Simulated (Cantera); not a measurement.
An adiabatic, constant-volume homogeneous reactor starts with 7.75 % CH4, 19.4 % O2, 72.9 % N2, equivalence ratio 0.80, at 1475 K and 0.987 atm.

Model: GRI-Mech 3.0 (53 species, 325 reactions), integrated in Cantera.

x: mole fraction; the columns are a selection and need not sum to one.

```
t (s)     T (K)  P (bar)   x CH4    x O2      x NO      x H     x H2     x HCO
--------  -----  -------  ------  ------  --------  -------  -------  --------
1.00e-6    1475     1.00  0.0775   0.194    <1e-12  5.24e-9  5.01e-9    <1e-12
2.76e-6    1475    1.000  0.0775   0.194    <1e-12  5.89e-9        ?    <1e-12
7.59e-6    1475    1.000  0.0775   0.194    <1e-12  6.29e-9  6.05e-8    <1e-12
2.09e-5    1475    1.000  0.0775   0.194    <1e-12  7.48e-9  1.89e-7    <1e-12
5.76e-5    1475    1.000  0.0775   0.194    <1e-12  1.19e-8  6.82e-7  9.55e-12
0.000159   1475    1.000  0.0775   0.194    <1e-12  3.51e-8  3.83e-6  1.56e-10
0.000437   1476     1.00  0.0771   0.194    <1e-12  2.12e-7  4.66e-5   5.17e-9
0.00120    1536     1.04       ?   0.186  3.14e-11        ?        ?         ?
0.00332    2815     1.97  <1e-12  0.0407    0.0149  0.00628   0.0103   3.17e-8
0.00915    2814     1.97  <1e-12  0.0405    0.0156  0.00626   0.0103   3.16e-8
0.0252     2814     1.97  <1e-12  0.0405    0.0156  0.00626   0.0103   3.16e-8
0.0694     2814     1.97  <1e-12  0.0405    0.0156  0.00626   0.0103   3.16e-8
0.191      2814     1.97  <1e-12  0.0405    0.0156  0.00626   0.0103   3.16e-8
0.527      2814     1.97  <1e-12  0.0405    0.0156  0.00626   0.0103   3.16e-8
1.45       2814     1.97  <1e-12  0.0405    0.0156  0.00626   0.0103   3.16e-8
4.00       2814     1.97  <1e-12  0.0405    0.0156  0.00626   0.0103   3.16e-8
```

Problem. Fill in the missing entries.

Solution. 
- 2.76e-6, x H2: 1.91e-8
- 0.00120, x CH4: 0.0674
- 0.00120, x H: 1.20e-5
- 0.00120, x H2: 0.00272
- 0.00120, x HCO: 1.08e-6
